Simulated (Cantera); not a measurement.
# Thermodynamics of chlorosilane synthesis and conversion, feed Si + HCl + H2

A closed system holds: 1 mol Si, 3.6 mol HCl, 8.3 mol H2, equilibrated at 573.15 K.

Equilibrium computed with Cantera from the NASA thermochemical tables; the gas is ideal and each condensed phase is pure. Candidate condensed phases: Si; 19 gas species. Rates play no part.

```
P (Pa)    x H2  x SiCl4  x SiHCl3  x SiH2Cl2    x HCl  x SiH3Cl  x SiCl3  n Si(s)
-------  -----  -------  --------  ---------  -------  --------  -------  -------
10000    0.911   0.0622    0.0266   0.000521  3.02e-5   1.93e-6  1.02e-7   0.0247
31000    0.909   0.0573    0.0331   0.000878  2.23e-5   4.40e-6  7.22e-8  0.00499
98000    0.908   0.0560    0.0347   0.000987  2.08e-5   5.31e-6  4.26e-8        0
310000   0.908   0.0560    0.0347   0.000987  2.08e-5   5.31e-6  2.40e-8        0
960000   0.908   0.0560    0.0347   0.000987  2.08e-5   5.31e-6  1.36e-8        0
3000000  0.908   0.0560    0.0347   0.000987  2.08e-5   5.31e-6  7.70e-9        0
```
x: gas mole fraction; n: condensed amount in mol.

From 10000 Pa to 31000 Pa the condensed part is Si(s). From 98000 Pa to 3000000 Pa nothing is condensed. The main Si-bearing gas is SiCl4 throughout.
